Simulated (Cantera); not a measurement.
An adiabatic, constant-pressure homogeneous reactor starts with CO : H2 : O2 : N2 : H2O = 1 : 0.41 : 0.881 : 3.31 : 0.16 (molar parts), equivalence ratio 0.80, at 1325 K and 22000 Pa.

Detailed kinetics in Cantera: GRI-Mech 3.0 (53 species, 325 reactions).

x: mole fraction; the columns are a selection and need not sum to one.

```csv
t (s),T (K),x CO,x H2,x O2,x OH,x CO2
1.00e-5,1325,0.174,0.0712,0.153,7.91e-9,2.11e-8
2.36e-5,1325,0.174,0.0712,0.153,4.42e-8,8.03e-8
5.57e-5,1325,0.174,0.0712,0.153,1.01e-6,1.27e-6
0.000132,1330,0.172,0.0637,0.148,0.00106,0.00135
0.000311,___,0.0939,0.0119,0.0764,0.01000,0.0824
0.000734,___,0.0801,0.0124,0.0678,0.0149,0.100
0.00173,___,0.0750,0.0102,0.0647,0.0174,0.109
0.00409,2412,0.0640,0.00753,0.0598,0.0174,0.123
0.00965,2528,0.0558,0.00607,0.0556,0.0164,0.133
0.0228,2534,0.0550,0.00596,0.0535,0.0160,0.134
0.0538,2531,0.0549,0.00596,0.0519,0.0157,0.135
0.127,2530,0.0548,0.00596,0.0516,0.0157,0.135
0.300,2530,0.0548,0.00596,0.0516,0.0157,0.135
```

Q: What belongs in the gaps?

A: 
- 0.000311, T (K): 1631
- 0.000734, T (K): 1921
- 0.00173, T (K): 2183
